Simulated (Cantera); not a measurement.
Charge: 1 mol NaCl, 0.55 mol H2O, 0.82 mol H2, equilibrated at 1250 K and 10.0 mbar.

Equilibrium computed with Cantera from the NASA thermochemical tables; the gas is ideal and each condensed phase is pure. Candidate condensed phases: H2O, Na, NaCl, NaOH, NaO2, Na2O, Na2O2; 23 gas species. The numbers say what is thermodynamically allowed, not how fast it happens.

Base state: H2 0.365, NaCl 0.327, H2O 0.245, Na2Cl2 0.0591, HCl 0.00171, Na 0.00154, NaOH 0.000170 (mole fractions); condensed: gas only.

Problem. What changes in the equilibrium state with this change: temperature from 1250 K to 1198 K?

Solution. 
```csv
species,before,after
H2,0.365,0.378
NaCl,0.327,0.273
H2O,0.245,0.254
Na2Cl2,0.0591,0.0937
Na,0.00154,0.000933
HCl,0.00171,0.00106
```
